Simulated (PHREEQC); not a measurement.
Consider water at 25 °C with 0.0036 mol/kgw HF, 0.0024 mol/kgw (CH3)4NF and 3.5e-07 mol/kgw H4SiO4. Closed to the air; pH follows from the charge balance.

Model: ion-association model, phreeqc.dat, run in PHREEQC.

```
quantity              before     after
-------------------  -------  --------
pH                      3.18      2.93
HF2- (mol/kgw)       3.37e-5   8.03e-5
H4SiO4 (mol/kgw)     1.63e-9  6.79e-11
SI of Quartz (SiO2)    -4.81     -6.19
```

Which change was made?
A. diluted 100-fold with water
B. 0.00024 mol/kgw NaF added
C. (CH3)4NF left out
D. HF from 0.0036 to 0.0072 mol/kgw
E. diluted 10-fold with water

D, HF from 0.0036 to 0.0072 mol/kgw

Precipitation was switched off in this run. (CH3)4N+ isn't in the database: it is added as a free cation with an ion size of 4 Å. SiF6-2 is the database's only silicon fluoride.
